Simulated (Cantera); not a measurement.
Input: 1 mol Fe2O3, 2.7 mol C, 0.057 mol CO, at 1.20 mbar.

Equilibrium computed with Cantera from the NASA thermochemical tables; the gas is ideal and each condensed phase is pure. Candidate condensed phases: C, Fe, Fe(CO)5, FeO, Fe2O3, Fe3O4; 15 gas species. The numbers say what is thermodynamically allowed, not how fast it happens. All values below are at 1223 K.

Base state: CO 0.891, CO2 0.109 (mole fractions); condensed: Fe(γ).

Task: What changes in the equilibrium state with this change: Fe2O3 replaced by CuO?

Result: 
```
species           before    after
----------------  ------  -------
CO                 0.891    1.000
Cu                     0  1.91e-5
CO2                0.109  1.65e-5
Fe(γ), mol          2.00        0
C(graphite), mol       0     1.70
Cu(s), mol             0    1.000
```
Further candidate phases: Cu, CuO, Cu2O.

Task: What changes in the equilibrium state with this change: C from 2.7 to 4.5 mol?

Result: 
```tsv
species	before	after
CO	0.891	1.000
CO2	0.109	1.65e-5
Fe(γ), mol	2.00	2.00
C(graphite), mol	0	1.50
```
Condensed phases not in the tables: cementite and carbon dissolved in iron.
